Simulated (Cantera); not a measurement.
SiCl4 + N2O + H2 + NO (silicon oxide and oxynitride deposition)

Feed: 1 mol SiCl4, 21 mol N2O, 0.18 mol H2, 12 mol NO, equilibrated at 1.00 bar.

Cantera equilibrium calculation (NASA polynomials, part measured and part estimated; ideal gas, pure solids and liquids). Candidate condensed phases: H2O, NH4Cl, Si, SiO2, Si2N2O, Si3N4; 47 gas species. The tables hold silica as quartz up to 1696 K and as liquid above; real silica turns to tridymite and cristobalite and melts near 1996 K. The numbers say what is thermodynamically allowed, not how fast it happens.

```tsv
T (K)	x N2	x O2	x Cl	x Cl2	n SiO2(β-quartz)	n SiO2(condensed)	n SiO2(l)
1450	0.601	0.345	0.00789	0.0366	1.00	0	0
1500	0.600	0.344	0.0109	0.0350	1.00	0	0
1550	0.599	0.343	0.0147	0.0330	1.00	0	0
1600	0.597	0.342	0.0192	0.0306	1.00	0	0
1650	0.596	0.341	0.0245	0.0279	1.00	0	0
1700	0.594	0.340	0.0303	0.0248	0	1.000	0
1750	0.591	0.338	0.0365	0.0216	0	1.000	0
1800	0.589	0.337	0.0427	0.0183	0	1.000	0
1850	0.587	0.335	0.0488	0.0151	0	1.000	0
1900	0.585	0.334	0.0545	0.0122	0	1.000	0
1950	0.583	0.333	0.0594	0.00960	0	1.000	0
2000	0.581	0.331	0.0636	0.00743	0	0	1.000
```
x: gas mole fraction; n: condensed amount in mol.

From 1450 K to 1650 K the condensed part is SiO2(β-quartz). From 1700 K to 1950 K the condensed part is SiO2(condensed). At 2000 K the condensed part is SiO2(l).
